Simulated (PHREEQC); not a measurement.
Consider water at 20 °C with 130 mmol/kgw HF, 19 mmol/kgw NH4F, 160 mmol/kgw KHF2 and 11 mmol/kgw H2SO4. Closed to the air; pH follows from the charge balance.

All values are PHREEQC results (ion-association model, wateq4f.dat), not measurements.

Precipitation was switched off in this run.

Predict the pH, activity of water.

pH 2.86; activity of water 0.991.

In which forms is N present?

NH4+ 97 %, NH4SO4- 3.0 % of the N.

Complexes and solids missing from the database can't appear. wateq4f.dat counts part of the HF as a dimer, H2F2, which phreeqc.dat doesn't know; its constant is uncertain.
